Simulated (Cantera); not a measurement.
An adiabatic, constant-volume homogeneous reactor starts with C3H8 : O2 : N2 = 1 : 3.85 : 14.5 (molar parts), at 1700 K and 660000 Pa.

Cantera simulation using GRI-Mech 3.0 (53 species, 325 reactions); the numbers are that mechanism's predictions, not measurements. GRI-Mech 3.0 was tuned for natural gas; its chemistry of propane as a main component is partial and can be far from experiment. Above 3000 K some thermodynamic fits are extrapolated.

One state of this run: T (K) = 3229; P (bar) = 14.4; x C3H8 = <1e-12; x O2 = 0.00634; x NO = 0.00977; x CO2 = 0.0397; x CH4 = 2.71e-12; x H2O2 = 8.96e-7. x: mole fraction; the columns are a selection and need not sum to one.

Q: Which value of t (s) does it belong to?
A) 1.00e-6
B) 1.23e-5
C) 3.51e-6
D) 0.285

A: D, 0.285
